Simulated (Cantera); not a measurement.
Feed: 1 mol C₃H₈, 0.26 mol O₂, 2.5 mol N₂, equilibrated at 10.0 mbar.

Method: chemical equilibrium by Gibbs-energy minimisation in Cantera with the NASA 1993 tables (ideal gas, pure condensed phases). Candidate condensed phases: C, C₆H₆, C₇H₈, C₈H₁₈, H₂O; 136 gas species. Rates play no part.

**Question.** At 1350 °C, list the 6 most abundant gas species with their mole fractions, and the condensed phases.

**Answer.** H₂ 0.569, N₂ 0.355, CO 0.0741, HCN 0.00106, H 0.000521, HNC 2.58e-5. Condensed: C(graphite).
